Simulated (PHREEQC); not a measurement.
Dissolve 0.0096 mol/kgw KH2PO4 and 0.0035 mol/kgw NaOH at 25 °C. Closed to the air; pH follows from the charge balance.

Equilibrium calculation in PHREEQC: ion-association model, phreeqc.dat.

```csv
quantity,before,after
pH,6.80,12.17
ionic strength (mol/kgw),0.0165,0.0670
H2PO4- (mol/kgw),0.00610,1.70e-8
KHPO4- (mol/kgw),3.87e-5,2.31e-5
```

Task: What was changed between the two runs?
A. NaOH left out
B. KH2PO4 replaced by K2HPO4 at the same molality
C. NaOH from 0.0035 to 0.035 mol/kgw
D. temperature from 25 to 35 °C
E. diluted 10-fold with water

Result: C, NaOH from 0.0035 to 0.035 mol/kgw

Precipitation was switched off in this run.
